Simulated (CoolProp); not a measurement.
R143a along the isotherm 500 K: density (kg/m³) from the reference equation and from simpler models built on Tc = 345.9 K, pc = 3.762 MPa, ω = 0.261; each cubic takes its own stable root.

The numbers come from the reference Helmholtz-energy equation of state, Lemmon and Jacobsen 2000 in CoolProp.

```json
[
 {"p (MPa)": "1.18", "phase": "gas", "reference": "24.57", "ideal gas": "23.85", "Redlich-Kwong": "24.70", "Soave-Redlich-Kwong": "___", "Peng-Robinson": "24.63"},
 {"p (MPa)": "2.35", "phase": "gas", "reference": "50.41", "ideal gas": "47.51", "Redlich-Kwong": "50.96", "Soave-Redlich-Kwong": "49.81", "Peng-Robinson": "50.55"},
 {"p (MPa)": "3.53", "phase": "gas", "reference": "78.03", "ideal gas": "71.36", "Redlich-Kwong": "79.32", "Soave-Redlich-Kwong": "76.48", "Peng-Robinson": "78.15"},
 {"p (MPa)": "4.7", "phase": "supercritical", "reference": "107.0", "ideal gas": "95.01", "Redlich-Kwong": "109.3", "Soave-Redlich-Kwong": "103.9", "Peng-Robinson": "106.8"},
 {"p (MPa)": "5.88", "phase": "supercritical", "reference": "137.6", "ideal gas": "118.9", "Redlich-Kwong": "___", "Soave-Redlich-Kwong": "132.3", "Peng-Robinson": "136.8"},
 {"p (MPa)": "7.05", "phase": "supercritical", "reference": "169.4", "ideal gas": "142.5", "Redlich-Kwong": "174.6", "Soave-Redlich-Kwong": "160.9", "Peng-Robinson": "167.2"},
 {"p (MPa)": "8.23", "phase": "supercritical", "reference": "202.5", "ideal gas": "166.4", "Redlich-Kwong": "209.1", "Soave-Redlich-Kwong": "190.0", "Peng-Robinson": "198.2"},
 {"p (MPa)": "9.4", "phase": "supercritical", "reference": "235.9", "ideal gas": "190.0", "Redlich-Kwong": "243.5", "Soave-Redlich-Kwong": "218.6", "Peng-Robinson": "229.0"},
 {"p (MPa)": "10.6", "phase": "supercritical", "reference": "270.4", "ideal gas": "214.3", "Redlich-Kwong": "278.1", "Soave-Redlich-Kwong": "247.5", "Peng-Robinson": "260.1"},
 {"p (MPa)": "11.8", "phase": "supercritical", "reference": "304.5", "ideal gas": "238.5", "Redlich-Kwong": "311.5", "Soave-Redlich-Kwong": "275.5", "Peng-Robinson": "___"},
 {"p (MPa)": "12.9", "phase": "supercritical", "reference": "334.9", "ideal gas": "260.8", "Redlich-Kwong": "340.4", "Soave-Redlich-Kwong": "300.2", "Peng-Robinson": "317.2"},
 {"p (MPa)": "14.1", "phase": "supercritical", "reference": "366.8", "ideal gas": "285.0", "Redlich-Kwong": "369.8", "Soave-Redlich-Kwong": "326.0", "Peng-Robinson": "345.3"},
 {"p (MPa)": "15.3", "phase": "supercritical", "reference": "397.1", "ideal gas": "309.3", "Redlich-Kwong": "397.1", "Soave-Redlich-Kwong": "350.5", "Peng-Robinson": "___"},
 {"p (MPa)": "16.5", "phase": "supercritical", "reference": "425.6", "ideal gas": "___", "Redlich-Kwong": "422.2", "Soave-Redlich-Kwong": "373.6", "Peng-Robinson": "397.4"},
 {"p (MPa)": "17.6", "phase": "supercritical", "reference": "450.0", "ideal gas": "355.8", "Redlich-Kwong": "443.5", "Soave-Redlich-Kwong": "393.7", "Peng-Robinson": "419.5"},
 {"p (MPa)": "18.8", "phase": "supercritical", "reference": "474.9", "ideal gas": "380.1", "Redlich-Kwong": "465.1", "Soave-Redlich-Kwong": "414.4", "Peng-Robinson": "442.3"}
]
```

**Question.** Some entries are withheld; supply them.

**Answer.** 
- 1.18, Soave-Redlich-Kwong: 24.44
- 5.88, Redlich-Kwong: 141.4
- 11.8, Peng-Robinson: 290.4
- 15.3, Peng-Robinson: 372.1
- 16.5, ideal gas: 333.6
